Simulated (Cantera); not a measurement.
Charge: 1 mol BF3, 15 mol H2O, 21 mol H2, held at 1000 K and 96.0 mbar.

Equilibrium computed with Cantera from the NASA thermochemical tables; the gas is ideal and each condensed phase is pure. Candidate condensed phases: B, B2O3, B3O3H3, H2O; 43 gas species. Gases not in the tables: H3BO3. Rates play no part.

Base state: H2 0.562, H2O 0.366, HF 0.0650, BF3 0.00459, (HBO2)3 0.00191, B3O3F3 0.000484, HBO2 5.12e-5, BOF 3.83e-5 (mole fractions); condensed: B2O3(l).

**Question.** What changes in the equilibrium state with this change: temperature from 1000 K to 750 K?

**Answer.** 
| species | before | after |
|---|---|---|
| H2 | 0.562 | 0.565 |
| H2O | 0.366 | 0.376 |
| HF | 0.0650 | 0.0414 |
| BF3 | 0.00459 | 0.0127 |
| BOF | 3.83e-5 | 2.24e-8 |
| HBO2 | 5.12e-5 | 3.29e-8 |
| (HBO2)3 | 0.00191 | 0.00431 |
| B3O3F3 | 0.000484 | 0.000432 |
| B2O3(l), mol | 0.278 | 0 |
